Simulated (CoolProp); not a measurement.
Model: reference Helmholtz-energy equation of state, Thol 2012, in CoolProp.

For benzene, give the phase and the Z, cp (kJ/(kg K)), isothermal compressibility (1/MPa) at 620 K and 4.46 MPa; 620 K and 11.2 MPa.


- 620 K and 4.46 MPa: gas; Z 0.740, cp 2.47, isothermal compressibility 0.319
- 620 K and 11.2 MPa: supercritical; Z 0.406, cp 3.21, isothermal compressibility 0.0626
